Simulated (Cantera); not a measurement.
A freely propagating, adiabatic, planar premixed flame of H₂ : O₂ : N₂ = 1 : 0.357 : 1.79 (molar parts), unburnt at 325 K and 100.0 Torr; multicomponent transport, grid criteria slope 0.08 and curve 0.16, no radiation.

Cantera simulation using the H2/O2 subset of GRI-Mech 3.0, which has no nitrogen chemistry; the numbers are that mechanism's predictions, not measurements. Burning velocities carry a grid error of a few per cent, more on coarse grids.

Problem. Predict: laminar burning velocity; thermal thickness; peak x(H₂O₂); peak x(OH); peak x(O).

Solution. 
```json
{
  "laminar_burning_velocity": "203 cm/s",
  "thermal_thickness": "5.35 mm",
  "peak x(H₂O₂)": "3.83e-5",
  "peak x(OH)": "0.00605",
  "peak x(O)": "0.00545"
}
```
